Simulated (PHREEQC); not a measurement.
A column of 0.1 m (30 cells, dispersivity 0.005 m, 60 s a shift, diffusion coefficient 3e-10 m²/s) holds 0.02 eq of the database's cation exchanger X per kg of pore water, first in equilibrium with 0.034 mol/kgw NH4Cl, 0.0018 mol/kgw KCl and 1e-05 mol/kgw HCl. It is flushed with 5.8 mmol/kgw (NH4)2SO4 and 0.01 mmol/kgw HCl, at 15 °C. Values are for the last cell. The system is closed to CO2. Nothing may precipitate in this run.

The series has 31 steps of pore volumes, from 0 to 6.017.

All values are PHREEQC results (ion-association model, phreeqc.dat), not measurements.

Q: After how many pore volumes does S at the outlet first reach half of its feed value?

A: By 1.0 pore volumes.

Species that the database lacks are ignored.
